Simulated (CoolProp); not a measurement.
Aqueous magnesium chloride as a coolant, at -5 °C, 1 atm.

The numbers come from the Melinder's fits for secondary coolants in CoolProp.

```json
[
 {"mass %": "11.4", "freezing point (°C)": "-10.4", "cp (kJ/(kg K))": "3.483", "conductivity (W/(m K))": "0.527", "viscosity (mPa s)": "3.64", "density (kg/m³)": "1103"},
 {"mass %": "15.3", "freezing point (°C)": "(withheld)", "cp (kJ/(kg K))": "3.270", "conductivity (W/(m K))": "0.518", "viscosity (mPa s)": "4.37", "density (kg/m³)": "1138"},
 {"mass %": "19.1", "freezing point (°C)": "-26.2", "cp (kJ/(kg K))": "3.082", "conductivity (W/(m K))": "0.508", "viscosity (mPa s)": "5.36", "density (kg/m³)": "1175"},
 {"mass %": "23", "freezing point (°C)": "-39.6", "cp (kJ/(kg K))": "2.912", "conductivity (W/(m K))": "0.493", "viscosity (mPa s)": "(withheld)", "density (kg/m³)": "1218"},
 {"mass %": "26.9", "freezing point (°C)": "-64.2", "cp (kJ/(kg K))": "2.760", "conductivity (W/(m K))": "(withheld)", "viscosity (mPa s)": "(withheld)", "density (kg/m³)": "(withheld)"}
]
```

Q: Some entries are withheld; supply them.

A: 
- 15.3, freezing point (°C): -17.4
- 23, viscosity (mPa s): 12.3
- 26.9, conductivity (W/(m K)): 0.460
- 26.9, viscosity (mPa s): 250
- 26.9, density (kg/m³): 1275
